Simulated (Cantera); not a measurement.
# Counterflow diffusion flame

A counterflow diffusion flame at 1.90 bar, nozzles 20 mm apart: fuel side 41.7 % CH4, 58.3 % CO at 623 K, oxidiser side 25.0 % O2, 75.0 % N2 at 750 K, fuel mass flux 1 times the oxidiser's; mixture-averaged transport, no radiation.

Model: GRI-Mech 3.0 (53 species, 325 reactions), integrated in Cantera. GRI-Mech 3.0 has no aromatics or soot, which form on the fuel side of real flames. The maximum strain rate includes the flame's own expansion and is several times the mean.

| oxidiser flux (kg/m²/s) | max strain (1/s) | mean strain (1/s) | T max (K) | peak x OH | peak x H | peak x NO | peak x CO | peak x C2H2 |
|---|---|---|---|---|---|---|---|---|
| 0.47 | 223 | 54.4 | 2488 | 0.0123 | 0.00462 | 0.00103 | 0.583 | 0.0153 |
| 0.69 | 318 | 79.9 | 2455 | 0.0125 | 0.00491 | 0.000812 | 0.583 | 0.0146 |
| 1 | 451 | 116 | 2425 | 0.0127 | 0.00524 | 0.000670 | 0.583 | 0.0140 |
| 1.5 | 659 | 174 | 2394 | 0.0129 | 0.00566 | 0.000562 | 0.583 | 0.0133 |
| 2.1 | 904 | 243 | 2369 | 0.0129 | 0.00599 | 0.000487 | 0.583 | 0.0127 |
| 3.1 | 1310 | 359 | 2344 | 0.0129 | 0.00638 | 0.000415 | 0.583 | 0.0119 |
| 4.5 | 1860 | 521 | 2323 | 0.0128 | 0.00675 | 0.000356 | 0.583 | 0.0112 |
x: mole fraction; the columns are a selection and need not sum to one.
